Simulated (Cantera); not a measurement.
Input: 1 mol TiO₂, 0.65 mol H₂O, a varied amount of N₂, at 1275 K and 29.0 mbar.

Method: chemical equilibrium by Gibbs-energy minimisation in Cantera with the NASA 1993 tables (ideal gas, pure condensed phases). Candidate condensed phases: H₂O, Ti, TiN, TiO, TiO₂, Ti₂O₃, Ti₃O₅, Ti₄O₇; 27 gas species. Gases not in the tables: TiO(OH)₂. Rates play no part.

x: gas mole fraction; n: condensed amount in mol.

| n(N₂) (mol) | x H₂O | x N₂ | x H₂ | x O₂ | n TiO₂(rutile) |
|---|---|---|---|---|---|
| 0.037 | 0.946 | 0.0539 | 5.87e-5 | 2.73e-5 | 1.00 |
| 0.068 | 0.905 | 0.0947 | 5.71e-5 | 2.64e-5 | 1.00 |
| 0.13 | 0.833 | 0.167 | 5.42e-5 | 2.48e-5 | 1.00 |
| 0.23 | 0.739 | 0.261 | 5.02e-5 | … | 1.00 |
| 0.44 | 0.596 | 0.404 | 4.37e-5 | … | 1.00 |
| 0.81 | 0.445 | 0.555 | 3.62e-5 | … | 1.00 |
| 1.5 | 0.302 | 0.698 | 2.81e-5 | … | 1.00 |
| 2.8 | 0.188 | 0.812 | 2.07e-5 | … | 1.00 |

Fill in the missing entries.


- 0.23, x O₂: 2.28e-5
- 0.44, x O₂: 1.96e-5
- 0.81, x O₂: 1.59e-5
- 1.5, x O₂: 1.21e-5
- 2.8, x O₂: 8.72e-6
